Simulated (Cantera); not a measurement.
Input: 1 mol acetone, 0.03 mol O2.

Cantera equilibrium calculation (NASA polynomials, part measured and part estimated; ideal gas, pure solids and liquids). Candidate condensed phases: C, C6H6, C7H8, C8H18, H2O; 110 gas species. The feed counts by its element totals alone. The ideal-gas law is rough above about 30 bar. The numbers say what is thermodynamically allowed, not how fast it happens.

What condenses at these points (T in K, P in Pa): (2175, 10); (2325, 1800000); (2775, 1800000); (2175, 56000); (2925, 56)?


```csv
T (K),P in Pa,condensed phases,C condensed (%)
2175,10,C,64.3
2325,1800000,C,63.4
2775,1800000,C,58.4
2175,56000,C,64.2
2925,56,gas only,0.0
```
